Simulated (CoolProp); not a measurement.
Vapour-liquid equilibrium of R227EA (1) + n-butane (2) at 571 kPa; x and y are mole fractions of (1).

Values from CoolProp's multi-fluid Helmholtz-energy mixture model, Lemmon 2016 and Bücker 2006; pair parameters Bell 2016.

```tsv
x	bubble temperature (K)	y at the bubble point	dew temperature at overall composition x (K)	liquid density (mol/L)
0.05	319.9	0.216	326.7	9.246
0.2	307.9	0.479	320.6	9.087
0.35	304.3	0.566	313.9	8.808
0.5	302.7	0.618	307.0	8.547
0.65	302.0	0.676	302.2	8.338
0.8	302.2	0.764	302.6	8.175
0.95	304.4	0.921	304.9	8.024
```

y crosses x between x = 0.65 and 0.8: the model has an azeotrope there.

Pair parameters are fitted to limited data, so mixtures are less certain than the pure fluids. With so large a gap from Raoult's law the liquid may split in two, which this calculation doesn't test in full.
